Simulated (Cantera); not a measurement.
## N2O furnace oxynitridation

An isothermal, constant-pressure homogeneous reactor starts with 13.3 % N2O, 0.173 % H2, 86.5 % N2, at 1198 K and 0.133 bar.

Model: GRI-Mech 3.0 (53 species, 325 reactions), integrated in Cantera. GRI-Mech 3.0 was tuned for natural gas; its chemistry of N2O as a main component is partial and can be far from experiment. The mechanism lacks the step 2 NO + O2 → 2 NO2, which can matter for NO2 below about 1400 K. The temperature is held fixed by assumption; the heat of reaction is taken as removed at once.

| t (s) | x N2O | x H2 | x NO2 | x O2 | x HO2 |
|---|---|---|---|---|---|
| 1.00e-5 | 0.133 | 0.00173 | <1e-12 | 6.88e-10 | <1e-12 |
| 7.50e-5 | 0.133 | 0.00173 | <1e-12 | 3.53e-8 | 2.89e-11 |
| 0.000562 | 0.133 | 0.00173 | 1.56e-12 | 1.14e-6 | 9.55e-9 |
| 0.00422 | 0.133 | 0.00164 | 8.74e-9 | 1.34e-5 | 5.31e-7 |
| 0.0316 | 0.132 | 0.000584 | 6.89e-7 | 0.000135 | 9.08e-7 |
| 0.237 | 0.129 | 1.09e-5 | 1.20e-5 | 0.00109 | 2.48e-7 |
| 1.78 | 0.113 | 1.40e-8 | 2.04e-5 | 0.00770 | 4.64e-8 |
| 13.3 | 0.0449 | 1.46e-8 | 1.90e-5 | 0.0367 | 5.61e-9 |
| 100 | 0.000414 | 1.13e-9 | 2.06e-5 | 0.0560 | 5.36e-10 |
x: mole fraction; the columns are a selection and need not sum to one.

Equilibrium at this temperature and pressure: N2O 3.19e-9, H2 2.20e-10, NO2 3.84e-7, O2 0.0616, HO2 4.02e-10 (gas phase only).
